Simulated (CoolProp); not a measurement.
The numbers come from the reference Helmholtz-energy equation of state, Lemmon 2006 in CoolProp. It is a short technical equation, of lower accuracy than the large ones.

For isohexane, give the phase and the cp (kJ/(kg K)), cv (kJ/(kg K)), speed of sound (m/s) at 354.7 K and 61.5 bar.


- 354.7 K and 61.5 bar: liquid; cp 2.49, cv 1.97, speed of sound 867
